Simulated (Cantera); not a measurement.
A closed system holds: 1 mol Al, 12 mol HCl, held at 0.170 bar.

Equilibrium computed with Cantera from the NASA thermochemical tables; the gas is ideal and each condensed phase is pure. Candidate condensed phases: Al, AlCl3; 12 gas species. The numbers say what is thermodynamically allowed, not how fast it happens. All values below are at 475 K.

Base state: HCl 0.818, H2 0.136, Al2Cl6 0.0452, AlCl3 0.000544 (mole fractions); condensed: gas only.

What changes in the equilibrium state with this change: pressure from 0.170 bar to 6.60 Pa?


```csv
species,before,after
HCl,0.818,0.809
H2,0.136,0.135
Al2Cl6,0.0452,0.0331
AlCl3,0.000544,0.0236
```
